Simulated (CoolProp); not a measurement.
A single-stage vapour-compression cycle with the fluid: evaporating at 262.15 K (dew point), condensing at 310.15 K (bubble point), superheat 10 K, subcooling 5 K, compressor efficiency 0.6, no pressure losses. The same conditions are run with several fluids, on thermodynamics alone (safety and materials aside).

Model: reference Helmholtz-energy equation of state of each fluid (R236EA: Rui 2013; R404A: Lemmon 2003; C3F8 (R218): Lemmon 2006; R143a: Lemmon and Jacobsen 2000; R1233zd(E): Akasaka 2022; propylene: Lemmon 2013), in CoolProp. Blends and air are pseudo-pure fits.

```tsv
fluid	cooling COP	pressure ratio	discharge temperature (K)	refrigerating effect (kJ/kg)	volumetric capacity (kJ/m³)
R236EA	[?]	[?]	331.5	128	420
R404A	2.47	4.09	342.1	122	2450
C3F8 (R218)	2.23	4.15	315.9	55.1	1440
R143a	2.52	[?]	344.6	141	2550
R1233zd(E)	2.85	[?]	347.9	[?]	[?]
propylene	2.65	[?]	354.2	300	2530
```

### Question
Complete the blanks.

### Answer

- R236EA, cooling COP: 2.73
- R236EA, pressure ratio: 6.45
- R143a, pressure ratio: 3.93
- R1233zd(E), pressure ratio: 6.71
- R1233zd(E), refrigerating effect (kJ/kg): 165
- R1233zd(E), volumetric capacity (kJ/m³): 283
- propylene, pressure ratio: 3.71
